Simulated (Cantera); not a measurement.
A perfectly stirred reactor is fed with CH3OH : O2 : N2 : H2O = 1 : 1.5 : 5.64 : 0.24 (molar parts), equivalence ratio 1.0, at 11300 Torr; it is adiabatic with a 575 K inlet, and is followed from long to short residence time, starting on the burning branch (τ in s: 0.033, 0.014, 0.0056, 0.0023, 0.00093, 0.00038, 0.00016, 6.4e-05, 2.6e-05, 1.1e-05).

Computed with Cantera and GRI-Mech 3.0 (53 species, 325 reactions). GRI-Mech 3.0 was tuned for natural gas; its chemistry of methanol as a main component is partial and can be far from experiment. The pressure lies above the range GRI-Mech 3.0 was tuned for (to about 10 atm).

Problem. Predict: blow-out, bracketed by the residence times tried; x(CH3OH) at τ = 33.0 ms; x(O2) at τ = 33.0 ms; x(H2O) at τ = 33.0 ms; x(NO) at τ = 33.0 ms; x(HCO) at τ = 33.0 ms; x(CH3OH) at τ = 0.380 ms; x(O2) at τ = 0.380 ms; x(H2O) at τ = 0.380 ms; x(NO) at τ = 0.380 ms; x(HCO) at τ = 0.380 ms.

Solution. 
```json
{
  "blow_out_bracketed_by_the_residence_times_tried": "burning at 11.0 µs, the shortest tried",
  "x(CH3OH) at τ = 33.0 ms": "2.85e-7",
  "x(O2) at τ = 33.0 ms": "0.00415",
  "x(H2O) at τ = 33.0 ms": "0.246",
  "x(NO) at τ = 33.0 ms": "0.00185",
  "x(HCO) at τ = 33.0 ms": "1.15e-8",
  "x(CH3OH) at τ = 0.380 ms": "1.59e-5",
  "x(O2) at τ = 0.380 ms": "0.00878",
  "x(H2O) at τ = 0.380 ms": "0.241",
  "x(NO) at τ = 0.380 ms": "0.000213",
  "x(HCO) at τ = 0.380 ms": "6.29e-7"
}
```
